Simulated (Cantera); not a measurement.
Input (Python, Cantera) and output of one run.

```python
import numpy as np
import cantera as ct

gas_names = """
    CL CL2 H HCL H2 N NH NH2 NH3 N2 N2H2 N2H4 Si SiCL SiCL2 SiCL3 SiCL4 SiH SiHCL3 SiH2 SiH2CL2 SiH3
    SiH3CL SiH4 SiN Si2 Si2N Si3
""".split()
cond_names = """
    NH4CL(a) NH4CL(b) Si(cr) Si(L) Si3N4(a)
""".split()


def load(file, names, dense=False):
    # The tables refer to 1 bar. Condensed volumes are neglected.
    table = {s.name: s for s in ct.Species.list_from_file(file)}
    out = []
    for n in names:
        d = dict(table[n].input_data)
        d["thermo"] = dict(d["thermo"], **{"reference-pressure": 1e5})
        if dense:
            d["equation-of-state"] = {"model": "constant-volume", "density": "1e6 g/cm^3"}
        out.append(ct.Species.from_dict(d))
    return out


gas = ct.Solution(thermo="ideal-gas", species=load("nasa_gas.yaml", gas_names))
cond = {s.name: ct.Solution(thermo="fixed-stoichiometry", species=[s], name=s.name)
        for s in load("nasa_condensed.yaml", cond_names, dense=True)}
atoms = {
    'SiH2Cl2': {'Si': 1, 'H': 2, 'CL': 2},
    'HCl': {'H': 1, 'CL': 1},
    'N2': {'N': 2},
}
top_T = {'Si3N4(a)': 2400}  # K; cautious upper limits of use, not melting points


def equilibrate(T, P, feed):
    n = {}
    for name, mol in feed.items():
        for a, k in atoms[name].items():
            n[a] = n.get(a, 0.0) + k * mol
    gas.TPX = T, P, n
    mass = sum(n.values()) * gas.mean_molecular_weight
    gas.equilibrate("TP")
    valid = [c for c in cond.values() if c.min_temp <= T <= top_T.get(c.name, c.max_temp)]
    mix = ct.Mixture([(gas, mass / gas.mean_molecular_weight)] + [(c, 0.0) for c in valid])
    mix.T, mix.P = T, P
    mix.equilibrate("TP", solver="vcs", rtol=1e-11, max_steps=5000)
    return mix


results = []
feed = {'SiH2Cl2': 1, 'HCl': 0.14, 'N2': 120}  # mol
T = 800  # K
P = 38000  # Pa
mix = equilibrate(T, P, feed)
results.append((T, P, feed, dict(zip(mix.species_names, mix.species_moles))))
x = sorted(zip(gas.X, gas.species_names), reverse=True)
print(f"T = {T:g} K  P = {P:g} Pa  gas = {mix.phase_moles(0):.4g} mol")
print("   x: " + "  ".join(f"{s} {v:.3e}" for v, s in x if v > 1e-06))
print("   condensed (mol): " + ("  ".join(f"{mix.phase(i).name} {mix.phase_moles(i):.4g}"
      for i in range(1, mix.n_phases) if mix.phase_moles(i) > 1e-12) or "none"))
```

Result:

```
T = 800 K  P = 38000 Pa  gas = 121.4 mol
   x: N2 9.838e-01  HCL 1.183e-02  H2 2.897e-03  SiCL4 1.448e-03
   condensed (mol): Si3N4(a) 0.2747
```

Method: chemical equilibrium by Gibbs-energy minimisation in Cantera with the NASA 1993 tables (ideal gas, pure condensed phases). N2 is the only nitrogen source here; it is nearly inert below about 1500 K, so the nitride shown seldom forms there in practice.
